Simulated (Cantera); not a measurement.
An isothermal, constant-pressure homogeneous reactor starts with 1.55 % H2, 21.9 % O2, 76.6 % N2, at 1300 K and 1.35 Torr.

Model: the H2/O2 subset of GRI-Mech 3.0, which has no nitrogen chemistry, integrated in Cantera. Radical loss at walls, strong at low pressure, is not modelled.

Problem. Predict: x(H2) at 10.0 s; x(O2) at 10.0 s; x(H2O) at 10.0 s; x(O) at 10.0 s; x(H2O2) at 10.0 s; x(H) at 10.0 s.

Solution. 
```
Item                                                 Result
-----------------  ----------------------------------------
x(H2) at 10.0 s    0.000182 (gas-phase equilibrium 6.99e-8)
x(O2) at 10.0 s         0.209 (gas-phase equilibrium 0.213)
x(H2O) at 10.0 s      0.0144 (gas-phase equilibrium 0.0156)
x(O) at 10.0 s      0.00537 (gas-phase equilibrium 1.94e-6)
x(H2O2) at 10.0 s  2.37e-9 (gas-phase equilibrium 1.68e-11)
x(H) at 10.0 s     0.000989 (gas-phase equilibrium 6.94e-9)
```
